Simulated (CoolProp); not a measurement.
CF4 (R14) along the isobar 4340 kPa: density (kg/m³) from the reference equation and from simpler models built on Tc = 227.4 K, pc = 3762 kPa, ω = 0.178; each cubic takes its own stable root.

Model: reference Helmholtz-energy equation of state, Platzer 1990, in CoolProp. This equation is an older, rougher fit; its heat capacities, sound speeds and derivatives of the liquid may be far off and weren't checked against measurements.

| T (K) | phase | reference |
|---|---|---|
| 168 | liquid | 1496 |
| 176.2 | liquid | 1448 |
| 184.5 | liquid | 1397 |
| 192.7 | liquid | 1341 |
| 201 | liquid | 1278 |
| 209.2 | liquid | 1206 |
| 217.5 | liquid | 1115 |
| 225.7 | liquid | 979.0 |
| 233.9 | supercritical | 500.8 |
| 242.2 | supercritical | 334.2 |
| 250.4 | supercritical | 283.1 |
| 258.7 | supercritical | 252.6 |
| 266.9 | supercritical | 231.3 |
| 275.2 | supercritical | 214.8 |
| 283.4 | supercritical | 201.6 |

How far does each simpler model (van der Waals, Peng-Robinson) lie from the reference over these 15 states: mean and median of the absolute difference, and the worst?


- van der Waals: mean 19.4 %, median 29.6 %, worst -32.7 % at 168 K and 4340 kPa
- Peng-Robinson: mean 4.7 %, median 3.6 %, worst +10.5 % at 168 K and 4340 kPa
